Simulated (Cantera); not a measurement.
An isothermal, constant-pressure homogeneous reactor starts with 3.70 % CH₄, 96.3 % H₂, at 1900 K and 105 Torr.

Computed with Cantera and GRI-Mech 3.0 (53 species, 325 reactions). GRI-Mech 3.0 stops at C3 and has no aromatics, soot or wall deposition, so with more carbon than oxygen in the feed, carbon stays in small species such as C2H2 where larger ones or solid carbon would form.

One state of this run: x CH₄ = 0.000524; x H₂ = 0.980; x C₂H = 4.94e-7; x H = 0.00211; x CH₂ = 5.90e-8; x CH₃ = 2.25e-5; x C₂H₆ = 3.22e-9. x: mole fraction; the columns are a selection and need not sum to one.

Q: Which value of t (s) does it belong to?
A) 6.00e-6
B) 0.408
C) 2.00
D) 0.0832

A: C, 2.00
